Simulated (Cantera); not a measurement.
A freely propagating, adiabatic, planar premixed flame of CH4 : O2 : N2 = 1 : 1.82 : 6.36 (molar parts), equivalence ratio 1.1, unburnt at 700 K and 5.70 bar; mixture-averaged transport, grid criteria slope 0.08 and curve 0.16, no radiation.

Detailed kinetics in Cantera: GRI-Mech 3.0 (53 species, 325 reactions). Burning velocities carry a grid error of a few per cent, more on coarse grids.

Q: What does this change do: N2 6.36 to 4.9 parts?

A: 
```
quantity                     before      after
------------------------  ---------  ---------
laminar burning velocity   115 cm/s   172 cm/s
thermal thickness         0.0724 mm  0.0536 mm
peak x(H2O2)                3.78e-5    4.51e-5
peak x(CH3)                 0.00340    0.00527
peak x(H2)                   0.0257     0.0335
peak x(CO)                   0.0584     0.0742
```

Q: What does this change do: inlet temperature 700 to 650 K?

A: 
```
quantity                     before      after
------------------------  ---------  ---------
laminar burning velocity   115 cm/s  96.9 cm/s
thermal thickness         0.0724 mm  0.0767 mm
peak x(H2O2)                3.78e-5    4.08e-5
peak x(CH3)                 0.00340    0.00317
peak x(H2)                   0.0257     0.0249
peak x(CO)                   0.0584     0.0570
```
